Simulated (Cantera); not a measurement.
Feed: 1 mol Pb, 0.046 mol CO, 3 mol N2, equilibrated at 1.00 bar.

Method: chemical equilibrium by Gibbs-energy minimisation in Cantera with the NASA 1993 tables (ideal gas, pure condensed phases). Candidate condensed phases: C, Pb, PbO, PbO2, Pb3O4; 27 gas species. Rates play no part.

At 873 K, list the 3 most abundant gas species with their mole fractions, and the condensed phases.

N2 0.986, CO 0.0119, CO2 0.00161. Condensed: C(graphite) + Pb(l).
